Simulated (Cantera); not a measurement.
A perfectly stirred reactor is fed with CO : H₂ : O₂ : N₂ = 1 : 0.35 : 0.993 : 3.73 (molar parts), equivalence ratio 0.68, at 8250 Torr; it is adiabatic with a 400 K inlet, and is followed from long to short residence time, starting on the burning branch (τ in s: 0.089, 0.049, 0.027, 0.015, 0.0081, 0.0044, 0.0024, 0.0013, 0.00074, 0.0004, 0.00022, 0.00012, 6.7e-05).

Detailed kinetics in Cantera: GRI-Mech 3.0 (53 species, 325 reactions). The hydrogen kinetics of GRI-Mech 3.0 are dated; newer H2 mechanisms differ, most at raised pressure.

**Question.** What does this change do: pressure from 8250 Torr to 210 Torr?

**Answer.** 
```tsv
quantity	before	after
blow-out, bracketed by the residence times tried	burning at 67.0 µs, the shortest tried	burning at 0.740 ms, out at 0.400 ms
x(CO) at τ = 89.0 ms	0.00116	0.0166
x(H₂) at τ = 89.0 ms	7.68e-5	0.00126
x(O₂) at τ = 89.0 ms	0.0578	0.0643
x(H₂O) at τ = 89.0 ms	0.0640	0.0597
x(O) at τ = 89.0 ms	0.000160	0.00312
x(CO) at τ = 2.40 ms	0.00384	0.0460
x(H₂) at τ = 2.40 ms	0.000212	0.00453
x(O₂) at τ = 2.40 ms	0.0600	0.0762
x(H₂O) at τ = 2.40 ms	0.0634	0.0479
x(O) at τ = 2.40 ms	0.000380	0.0147
```
